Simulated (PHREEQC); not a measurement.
PHREEQC input (ion-association model, phreeqc.dat):

```
SOLUTION_SPECIES
  2 NO3- + 12 H+ + 10 e- = N2 + 6 H2O  # shut off: nitrate stays nitrate
    -log_k -100
    -delta_h 0
    -analytic -100
SOLUTION 1
  temp 25
  units mol/kgw
  pH 7 charge
  N(5) 0.207
  K 0.037
SOLUTION 2
  temp 25
  units mol/kgw
  pH 7 charge
  C(4) 0.0014
  K 0.0028
END
SELECTED_OUTPUT 1
  -reset false
  -pH true
  -pe true
  -ionic_strength true
  -water true
  -totals C K N C(-4) C(4) N(5) N(3) N(0) N(-3)
  -molalities H+ K+ CO3-2 NO3- OH- O2 HCO3- CO2 (CO2)2 NO2-
    NH4+ NH3
PRINT
  -reset false
MIX 1
  1 1
  2 0
EQUILIBRIUM_PHASES 1
  O2(g) -0.68 10
END
# ... the last block is repeated for the other 20 points of share of solution B
```

Selected output (columns that matter, 21 of 21 rows; share of solution B added in front):

```
share of solution B	pH	mu	C	K	N	m_H+	m_K+	m_CO3-2	m_NO3-	m_OH-	m_HCO3-	m_CO2
0	0.8685	0.207	0	0.037	0.207	0.17	0.037	0	0.207	1.0545e-13	0	0
0.05	0.89007	0.19665	7e-05	0.03529	0.19665	0.16136	0.03529	2.9352e-19	0.19665	1.1021e-13	3.3623e-10	6.9999e-05
0.1	0.91282	0.1863	0.00014	0.03358	0.1863	0.15272	0.03358	6.392e-19	0.1863	1.1546e-13	7.0409e-10	0.00014
0.15	0.9369	0.17595	0.00021	0.03187	0.17595	0.14408	0.03187	1.0494e-18	0.17595	1.213e-13	1.1089e-09	0.00021
0.2	0.96246	0.1656	0.00028	0.03016	0.1656	0.13544	0.03016	1.5403e-18	0.1656	1.2784e-13	1.5574e-09	0.00027999
0.25	0.98971	0.15525	0.00035	0.02845	0.15525	0.1268	0.02845	2.1336e-18	0.15525	1.352e-13	2.0578e-09	0.00034999
0.3	1.0189	0.1449	0.00042	0.02674	0.1449	0.11816	0.02674	2.8588e-18	0.1449	1.4356e-13	2.6211e-09	0.00041999
0.35	1.0503	0.13455	0.00048999	0.02503	0.13455	0.10952	0.02503	3.7566e-18	0.13455	1.5314e-13	3.2612e-09	0.00048998
0.4	1.0842	0.1242	0.00055999	0.02332	0.1242	0.10088	0.02332	4.8853e-18	0.1242	1.6427e-13	3.9968e-09	0.00055998
0.45	1.1212	0.11385	0.00062999	0.02161	0.11385	0.092239	0.02161	6.3299e-18	0.11385	1.7733e-13	4.8534e-09	0.00062997
0.5	1.1619	0.1035	0.00069999	0.0199	0.1035	0.083599	0.0199	8.2191e-18	0.1035	1.9292e-13	5.8666e-09	0.00069996
0.55	1.207	0.093148	0.00076999	0.01819	0.093148	0.074959	0.01819	1.0756e-17	0.093148	2.1188e-13	7.088e-09	0.00076996
0.6	1.2577	0.082798	0.00083998	0.01648	0.082798	0.066319	0.01648	1.4275e-17	0.082798	2.3548e-13	8.5953e-09	0.00083995
0.65	1.3154	0.072448	0.00090998	0.01477	0.072448	0.057679	0.01477	1.9364e-17	0.072448	2.6573e-13	1.0511e-08	0.00090994
0.7	1.3826	0.062099	0.00097998	0.01306	0.062099	0.049039	0.01306	2.7139e-17	0.062099	3.0602e-13	1.3043e-08	0.00097993
0.75	1.463	0.051749	0.00105	0.01135	0.051749	0.040399	0.01135	3.9948e-17	0.051749	3.6261e-13	1.6571e-08	0.0010499
0.8	1.5629	0.041399	0.00112	0.0096397	0.041399	0.031759	0.0096397	6.351e-17	0.041399	4.4839e-13	2.1878e-08	0.0011199
0.85	1.6951	0.031049	0.00119	0.0079298	0.031049	0.023119	0.0079298	1.1522e-16	0.031049	5.9514e-13	3.0893e-08	0.0011899
0.9	1.8907	0.020699	0.00126	0.0062198	0.020699	0.01448	0.0062198	2.733e-16	0.020699	9.0912e-13	5.0049e-08	0.0012599
0.95	2.2735	0.01035	0.00133	0.0045099	0.01035	0.0058399	0.0045099	1.4679e-15	0.01035	2.1136e-12	1.2309e-07	0.0013298
1	10.598	0.0037706	0.0014	0.0028	0	2.6799e-11	0.0028	0.00097064	0	0.00042939	0.00042934	2.2788e-08
```

Species that the database lacks are ignored.
